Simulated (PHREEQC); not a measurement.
Make-up at 25 °C: 0.026 mol SrCl2 and 6.6e-05 mol CO2 per kg of water. Closed to the air; pH follows from the charge balance.

Equilibrium calculation in PHREEQC: ion-association model, phreeqc.dat.

Precipitation was switched off in this run.

Problem. Order these C species by the share of C that they hold, largest first: SrHCO3+, CO2, HCO3-.

Solution. CO2 (90 %), HCO3- (8.9 %), SrHCO3+ (1.5 %)

The pH is 5.24 and the ionic strength 0.0780 mol/kgw.
